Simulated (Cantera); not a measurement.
A closed system holds: 1 mol MgCO3, 0.48 mol SO3, 2.1 mol H2O, equilibrated at 0.230 bar.

Cantera equilibrium calculation (NASA polynomials, part measured and part estimated; ideal gas, pure solids and liquids). Candidate condensed phases: C, C6H6, C7H8, C8H18, H2O, H2SO4, Mg, MgCO3, MgO, Mg(OH)2, MgS, MgSO4, S; 130 gas species. Mutual solubility and eutectic melting of coexisting phases are not modelled. The numbers say what is thermodynamically allowed, not how fast it happens.

log p: log10 of the partial pressure in bar; n: condensed amount in mol.

```csv
T (°C),log p H2O,log p CO2,log p SO2,log p O2,log p SO3,n MgO(s),n MgSO4(s)
500,-0.81,-1.13,-7.47,-7.77,(withheld),0.520,0.480
575,-0.81,-1.13,-5.95,-6.26,(withheld),0.520,0.480
650,-0.81,-1.13,-4.69,-4.99,(withheld),0.520,0.480
725,-0.81,-1.13,-3.63,-3.93,(withheld),0.523,0.477
800,-0.81,-1.14,-2.71,-3.01,(withheld),0.547,0.453
875,-0.84,-1.17,-1.92,-2.23,(withheld),0.699,0.301
950,-0.90,-1.22,-1.55,-1.85,(withheld),1.00,0
1025,-0.90,-1.22,-1.55,-1.85,(withheld),1.00,0
1100,-0.90,-1.22,-1.54,-1.84,(withheld),1.00,0
1175,-0.90,-1.22,-1.54,-1.84,(withheld),1.00,0
1250,-0.90,-1.22,-1.54,-1.84,(withheld),1.000,0
1325,-0.90,-1.22,-1.54,-1.84,(withheld),1.000,0
```

What belongs in the gaps?


- 500, log p SO3: -9.59
- 575, log p SO3: -7.91
- 650, log p SO3: -6.51
- 725, log p SO3: -5.32
- 800, log p SO3: -4.31
- 875, log p SO3: -3.44
- 950, log p SO3: -3.14
- 1025, log p SO3: -3.38
- 1100, log p SO3: -3.58
- 1175, log p SO3: -3.77
- 1250, log p SO3: -3.94
- 1325, log p SO3: -4.09
